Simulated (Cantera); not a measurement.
**Si3N4 + O2 + H2 (nitride etching)**

Charge: 1 mol Si3N4, 1.5 mol O2, 0.98 mol H2, at 3.30 Pa.

These are equilibrium values from Cantera (NASA tables, ideal gas, pure condensed phases), not measurements of a reactor. Candidate condensed phases: H2O, Si, SiO2, Si2N2O, Si3N4; 35 gas species. Mutual solubility and eutectic melting of coexisting phases are not modelled. The tables hold silica as quartz up to 1696 K and as liquid above; real silica turns to tridymite and cristobalite and melts near 1996 K. Kinetics and transport are ignored.

From 875 K to 1325 K the condensed part is SiO2(β-quartz) + Si2N2O(s). From 1475 K to 2075 K nothing is condensed.

```json
[
 {"T (K)": "875", "x N2": "0.505", "x SiO": "<1e-12", "x H2": "0.495", "x H": "6.14e-9", "x Si": "<1e-12", "x H2O": "9.12e-7", "n SiO2(β-quartz)": "1.000", "n Si2N2O(s)": "1.00"},
 {"T (K)": "1025", "x N2": "0.505", "x SiO": "1.79e-8", "x H2": "0.495", "x H": "5.34e-7", "x Si": "<1e-12", "x H2O": "2.14e-6", "n SiO2(β-quartz)": "1.000", "n Si2N2O(s)": "1.00"},
 {"T (K)": "1175", "x N2": "0.505", "x SiO": "3.65e-5", "x H2": "0.495", "x H": "1.50e-5", "x Si": "<1e-12", "x H2O": "3.98e-6", "n SiO2(β-quartz)": "1.000", "n Si2N2O(s)": "1.000"},
 {"T (K)": "1325", "x N2": "0.501", "x SiO": "0.0129", "x H2": "0.486", "x H": "0.000199", "x Si": "2.68e-9", "x H2O": "6.25e-6", "n SiO2(β-quartz)": "0.991", "n Si2N2O(s)": "0.991"},
 {"T (K)": "1475", "x N2": "0.334", "x SiO": "0.501", "x H2": "0.163", "x H": "0.000912", "x Si": "1.90e-6", "x H2O": "1.92e-6", "n SiO2(β-quartz)": "0", "n Si2N2O(s)": "0"},
 {"T (K)": "1625", "x N2": "0.334", "x SiO": "0.500", "x H2": "0.161", "x H": "0.00493", "x Si": "5.95e-6", "x H2O": "5.95e-6", "n SiO2(β-quartz)": "0", "n Si2N2O(s)": "0"},
 {"T (K)": "1775", "x N2": "0.331", "x SiO": "0.497", "x H2": "0.152", "x H": "0.0197", "x Si": "1.50e-5", "x H2O": "1.48e-5", "n SiO2(β-quartz)": "0", "n Si2N2O(s)": "0"},
 {"T (K)": "1925", "x N2": "0.324", "x SiO": "0.487", "x H2": "0.129", "x H": "0.0598", "x Si": "3.14e-5", "x H2O": "2.95e-5", "n SiO2(β-quartz)": "0", "n Si2N2O(s)": "0"},
 {"T (K)": "2075", "x N2": "0.312", "x SiO": "0.468", "x H2": "0.0851", "x H": "0.135", "x Si": "5.74e-5", "x H2O": "4.04e-5", "n SiO2(β-quartz)": "0", "n Si2N2O(s)": "0"}
]
```
x: gas mole fraction; n: condensed amount in mol.
